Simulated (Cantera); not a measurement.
Input: 1 mol Si3N4, 5.5 mol NF3, 1.6 mol N2, equilibrated at 0.370 bar.

These are equilibrium values from Cantera (NASA tables, ideal gas, pure condensed phases), not measurements of a reactor. Candidate condensed phases: Si, Si3N4; 16 gas species. The numbers say what is thermodynamically allowed, not how fast it happens.

x: gas mole fraction; nothing condenses.

```tsv
T (K)	x N2	x F	x SiF4	x F2	x NF3	x NF2	x NF
1075	0.516	0.114	0.244	0.124	0.00161	2.96e-6	(withheld)
1150	0.499	0.176	0.236	0.0887	0.000375	2.69e-6	(withheld)
1225	0.483	0.234	0.228	0.0544	7.84e-5	2.03e-6	(withheld)
1300	0.472	0.275	0.223	0.0295	1.51e-5	1.32e-6	(withheld)
1375	0.465	0.300	0.220	0.0151	2.89e-6	8.03e-7	(withheld)
1450	0.462	0.312	0.218	0.00769	5.95e-7	4.79e-7	(withheld)
1525	0.460	0.318	0.217	0.00404	1.36e-7	2.90e-7	(withheld)
1600	0.460	0.321	0.217	0.00222	3.50e-8	1.82e-7	(withheld)
1675	0.459	0.323	0.217	0.00128	1.01e-8	1.18e-7	(withheld)
1750	0.459	0.324	0.217	0.000766	3.20e-9	7.87e-8	(withheld)
```

Problem. Complete the blanks.

Solution. 
- 1075, x NF: 8.44e-12
- 1150, x NF: 3.86e-11
- 1225, x NF: 1.33e-10
- 1300, x NF: 3.65e-10
- 1375, x NF: 8.44e-10
- 1450, x NF: 1.73e-9
- 1525, x NF: 3.26e-9
- 1600, x NF: 5.74e-9
- 1675, x NF: 9.57e-9
- 1750, x NF: 1.52e-8
